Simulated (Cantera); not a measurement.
Predominance diagram of Ca at 602 °C against the partial pressures of O2 and Br2 (log10, bar). Source: NASA polynomial tables (part measured, part estimated), evaluated in Cantera. Candidates: Ca(s), CaBr2(s), CaO(s). Only these pure phases compete in this equilibrium. Not in the tables: oxide halides.

### Question
Which phase is stable at these pairs, and which metal-bearing vapour leads over it? (-31.3, -0.5); (-8.7, -3.5); (-37.8, -18.5); (-31.3, -15.5); (-24.8, -20); (-24.8, -17); (-18.4, -20)

### Answer
```json
[
 {"log p(O2)": "-31.3", "log p(Br2)": "-0.5", "phase": "CaBr2(s)", "chief vapour": "CaBr2", "log p (bar)": "-8.5"},
 {"log p(O2)": "-8.7", "log p(Br2)": "-3.5", "phase": "CaBr2(s)", "chief vapour": "CaBr2", "log p (bar)": "-8.5"},
 {"log p(O2)": "-37.8", "log p(Br2)": "-18.5", "phase": "CaBr2(s)", "chief vapour": "CaBr2", "log p (bar)": "-8.5"},
 {"log p(O2)": "-31.3", "log p(Br2)": "-15.5", "phase": "CaBr2(s)", "chief vapour": "CaBr2", "log p (bar)": "-8.5"},
 {"log p(O2)": "-24.8", "log p(Br2)": "-20", "phase": "CaO(s)", "chief vapour": "CaBr2", "log p (bar)": "-13.9"},
 {"log p(O2)": "-24.8", "log p(Br2)": "-17", "phase": "CaO(s)", "chief vapour": "CaBr2", "log p (bar)": "-10.9"},
 {"log p(O2)": "-18.4", "log p(Br2)": "-20", "phase": "CaO(s)", "chief vapour": "CaBr2", "log p (bar)": "-17.1"}
]
```
